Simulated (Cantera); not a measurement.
Charge: 1 mol Si₃N₄, 2.6 mol H₂, 0.21 mol C, held at 1550 K and 1330 Pa.

Cantera equilibrium calculation (NASA polynomials, part measured and part estimated; ideal gas, pure solids and liquids). Candidate condensed phases: C, C₆H₆, C₇H₈, C₈H₁₈, Si, SiC, Si₃N₄; 105 gas species. Mutual solubility and eutectic melting of coexisting phases are not modelled. The numbers say what is thermodynamically allowed, not how fast it happens.

Base state: H₂ 0.949, N₂ 0.0511, H 0.000266 (mole fractions); condensed: SiC(s) + Si₃N₄(s).

Problem. What changes in the equilibrium state with this change: C from 0.21 to 0.043 mol?

Solution. 
```csv
species,before,after
H₂,0.949,0.989
N₂,0.0511,0.0109
H,0.000266,0.000271
"SiC(s), mol",0.210,0.0430
"Si₃N₄(s), mol",0.930,0.986
```
